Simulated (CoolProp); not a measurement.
Vapour-liquid equilibrium of benzene (1) + toluene (2) at 389.4 K; x and y are mole fractions of (1).

The numbers come from the multi-fluid Helmholtz-energy mixture model, Thol 2012 and Lemmon 2006; pair parameters Bell 2016 in CoolProp.

```tsv
x	bubble pressure, mixture model (bar)	bubble pressure, Raoult's law (bar)	y, mixture model	y, Raoult's law
0.05	1.261	1.264	0.103	0.108
0.2	1.487	1.497	0.354	0.366
0.35	1.717	1.730	0.542	0.554
0.5	1.949	1.963	0.687	0.698
0.65	2.183	2.196	0.803	0.811
0.8	2.420	2.429	0.897	0.902
0.95	2.659	2.662	0.976	0.978
```

The largest gap from Raoult's law is -0.8 % in bubble pressure, at x = 0.35. No azeotrope shows between x = 0.05 and 0.95.

The pair parameters rest on a limited set of measurements; away from them the model extrapolates.
